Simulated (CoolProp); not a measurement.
Vapour-liquid equilibrium of m-xylene (1) + n-nonane (2) at 282.1 K; x and y are mole fractions of (1).

Values from CoolProp's multi-fluid Helmholtz-energy mixture model, Zhou 2012 and Lemmon 2006; pair parameters Bell 2016.

| x | bubble pressure, mixture model (kPa) | bubble pressure, Raoult's law (kPa) | y, mixture model | y, Raoult's law |
|---|---|---|---|---|
| 0.05 | 0.2222 | 0.2077 | 0.158 | 0.100 |
| 0.15 | 0.2648 | 0.2294 | 0.361 | 0.271 |
| 0.25 | 0.2986 | 0.2512 | 0.489 | 0.412 |
| 0.35 | 0.3255 | 0.2729 | 0.579 | 0.531 |
| 0.45 | 0.3473 | 0.2947 | 0.650 | 0.633 |
| 0.55 | 0.3653 | 0.3165 | 0.711 | 0.720 |
| 0.65 | 0.3804 | 0.3382 | 0.767 | 0.796 |
| 0.75 | 0.3932 | 0.3600 | 0.824 | 0.863 |
| 0.85 | 0.4038 | 0.3817 | 0.886 | 0.923 |
| 0.95 | 0.4117 | 0.4035 | 0.958 | 0.976 |

The largest gap from Raoult's law is +19.3 % in bubble pressure, at x = 0.35. No azeotrope shows between x = 0.05 and 0.95.

Pair parameters are fitted to limited data, so mixtures are less certain than the pure fluids.
